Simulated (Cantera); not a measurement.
A closed system holds: 1 mol (CH3)2SiCl2, 0.058 mol CH4, 5.7 mol H2, at 10.0 Torr.

Equilibrium computed with Cantera from the NASA thermochemical tables; the gas is ideal and each condensed phase is pure. Candidate condensed phases: C, C6H6, C7H8, C8H18, Si, SiC; 109 gas species. The feed counts by its element totals alone. The tables' values for SiCl3, SiCl are old estimates; treat these amounts as uncertain. Kinetics and transport are ignored.

x: gas mole fraction; n: condensed amount in mol.

```
T (°C)   x H2  x HCl       x H     x SiCl2  n C(graphite)  n SiC(s)
------  -----  -----  --------  ----------  -------------  --------
1077    0.797  0.202   1.84e-5  (withheld)           1.07     0.992
1177    0.797  0.201   7.31e-5  (withheld)           1.07     0.990
1277    0.798  0.200  0.000244  (withheld)           1.07     0.985
1377    0.798  0.199  0.000703  (withheld)           1.08     0.978
1477    0.798  0.197   0.00180  (withheld)           1.09     0.969
1577    0.797  0.194   0.00416  (withheld)           1.10     0.959
1677    0.793  0.190   0.00884  (withheld)           1.10     0.946
```

Problem. What belongs in the gaps?

Solution. 
- 1077, x SiCl2: 0.000547
- 1177, x SiCl2: 0.000935
- 1277, x SiCl2: 0.00148
- 1377, x SiCl2: 0.00219
- 1477, x SiCl2: 0.00307
- 1577, x SiCl2: 0.00411
- 1677, x SiCl2: 0.00527
